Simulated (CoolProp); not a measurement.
C3F8 (R218) at 283.31 K and 13.4 MPa flows at 0.18 m/s in a round tube of 4.6 mm bore and 1.5 µm roughness, fully developed (64/Re and Nu = 3.66 if laminar; Colebrook and Gnielinski if turbulent). Each further row changes one setting.

Model: reference Helmholtz-energy equation of state, Lemmon 2006, in CoolProp. It is a short technical equation, of lower accuracy than the large ones.

```json
[
 {"case": "as stated", "Reynolds number": "4210", "Darcy friction factor": "…", "pressure drop (Pa/m)": "210", "heat-transfer coefficient (W/(m² K))": "374", "mass flow (kg/h)": "…"},
 {"case": "velocity 0.36 m/s", "Reynolds number": "8420", "Darcy friction factor": "0.0328", "pressure drop (Pa/m)": "696", "heat-transfer coefficient (W/(m² K))": "760", "mass flow (kg/h)": "32.5"},
 {"case": "diameter 9.2 mm", "Reynolds number": "8420", "Darcy friction factor": "0.0326", "pressure drop (Pa/m)": "86.4", "heat-transfer coefficient (W/(m² K))": "…", "mass flow (kg/h)": "…"}
]
```

**Question.** What belongs in the gaps?

**Answer.** 
- as stated, Darcy friction factor: 0.0396
- as stated, mass flow (kg/h): 16.2
- diameter 9.2 mm, heat-transfer coefficient (W/(m² K)): 378
- diameter 9.2 mm, mass flow (kg/h): 64.9

Viscosity comes from a separate model (Huber 2003), an estimate that may be off by 10 % or more. Thermal conductivity comes from a separate model (Huber 2003), an estimate that may be off by 10 % or more.
